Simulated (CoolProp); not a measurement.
Vapour-liquid equilibrium of C2F6 (R116) (1) + R143a (2) at 0.296 MPa; x and y are mole fractions of (1).

Computed with CoolProp (multi-fluid Helmholtz-energy mixture model, Lemmon 2006 and Lemmon and Jacobsen 2000; pair parameters Bell 2016).

### Question
Give the bubble temperature and the first vapour's composition at x = 0.05, 0.85, 0.95. Is there an azeotrope?

### Answer
x = 0.05: 243.7 K, y = 0.274; x = 0.85: 218.4 K, y = 0.902; x = 0.95: 217.8 K, y = 0.959. No azeotrope shows between x = 0.05 and 0.95.

Pair parameters are fitted to limited data, so mixtures are less certain than the pure fluids. With so large a gap from Raoult's law the liquid may split in two, which this calculation doesn't test in full.
